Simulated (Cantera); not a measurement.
Input: 1 mol Si, 9.7 mol Cl₂, 0.24 mol H₂, equilibrated at 1475 K and 0.620 bar.

These are equilibrium values from Cantera (NASA tables, ideal gas, pure condensed phases), not measurements of a reactor. Candidate condensed phases: Si; 19 gas species. Equilibrium is a limit: real reactors are often held back by kinetics, nucleation or transport.

Task: What is the equilibrium state?

Result: 
```
Quantity                             Result
--------------------------------  ---------
x(Cl₂)                                0.784
x(SiCl₄)                              0.109
x(Cl)                                0.0554
x(HCl)                               0.0522
x(SiCl₃)                            3.34e-6
gas amount                        9.194 mol
log10 activity of Si(s) (absent)     -17.19
```
